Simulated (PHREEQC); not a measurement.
A made-up water analysis in mg/L, 20 °C, pH 2.23, pe 10.5: Na 210; K 21.2; Ca 171; Mg 4.02; Cl 230; S(6) as SO4 1140; Al 0.153.

Valence states are taken as typed.

The numbers come from PHREEQC with the ion-association model, phreeqc.dat.

The ionic strength comes out as 0.0352 mol/kgw. What activity coefficients do AlSO4+, Al+3, Mg+2, HSO4-, Cl- get?

AlSO4+ 0.84, Al+3 0.28, Mg+2 0.53, HSO4- 0.84, Cl- 0.84.

This is a speciation only: nothing precipitates in the calculation. Complexes and solids missing from the database can't appear.
